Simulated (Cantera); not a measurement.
**Ignition delay**

Mixture: CH4 : C2H6 : O2 : N2 = 1 : 0.033 : 2.98 : 16.1 (molar parts), equivalence ratio 0.71, at 4.93 atm, adiabatic and at constant pressure. Ignition delay is the time to a rise of 400 K.

Computed with Cantera and GRI-Mech 3.0 (53 species, 325 reactions).

```json
[
 {"T0 (K)": "1250", "delay (ms)": "3.13"},
 {"T0 (K)": "1350", "delay (ms)": "1.03"},
 {"T0 (K)": "1450", "delay (ms)": "0.361"},
 {"T0 (K)": "1550", "delay (ms)": "0.136"},
 {"T0 (K)": "1650", "delay (ms)": "0.0572"},
 {"T0 (K)": "1750", "delay (ms)": "0.0275"},
 {"T0 (K)": "1850", "delay (ms)": "0.0150"},
 {"T0 (K)": "1950", "delay (ms)": "0.00916"},
 {"T0 (K)": "2050", "delay (ms)": "0.00607"},
 {"T0 (K)": "2150", "delay (ms)": "0.00429"}
]
```

The apparent activation energy between 1950 and 2150 K is 130 kJ/mol.
